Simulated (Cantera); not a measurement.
## Chlorosilane synthesis and conversion: SiCl4 + HCl + H2

A closed system holds: 1 mol SiCl4, 0.87 mol HCl, 0.29 mol H2, at 873 K and 1 atm.

Equilibrium computed with Cantera from the NASA thermochemical tables; the gas is ideal and each condensed phase is pure. Candidate condensed phases: Si; 19 gas species. The numbers say what is thermodynamically allowed, not how fast it happens.

| Quantity | Result |
|---|---|
| x(SiCl4) | 0.463 |
| x(HCl) | 0.403 |
| x(H2) | 0.134 |
| x(SiHCl3) | 0.000329 |
| x(SiCl3) | 2.39e-6 |
| gas amount | 2.160 mol |
| log10 activity of Si(s) (absent) | -9.33 |
